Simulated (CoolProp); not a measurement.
Properties of carbon dioxide at several states (Tc = 304.1 K, pc = 7.377 MPa, ω = 0.224).

Computed with CoolProp (reference Helmholtz-energy equation of state, Span 1996).

```
T (K)  p (MPa)          phase  density (kg/m³)  cp (kJ/(kg K))  speed of sound (m/s)  Joule-Thomson coefficient (K/MPa)  viscosity (µPa s)
-----  -------  -------------  ---------------  --------------  --------------------  ---------------------------------  -----------------
497.3     23.2  supercritical            276.6             [?]                 357.5                              1.876               30.6
813.2     11.4  supercritical            73.05             [?]                 441.2                             0.7148               36.4
873.7     7.13            gas            42.70             [?]                 451.3                                [?]               37.9
767.3      1.5            gas            10.34           1.162                 417.6                              1.034               34.0
```

**Question.** Complete the blanks.

**Answer.** 
- 497.3, cp (kJ/(kg K)): 1.373
- 813.2, cp (kJ/(kg K)): 1.213
- 873.7, cp (kJ/(kg K)): 1.216
- 873.7, Joule-Thomson coefficient (K/MPa): 0.6156

Viscosity comes from a separate model (Laesecke 2017).
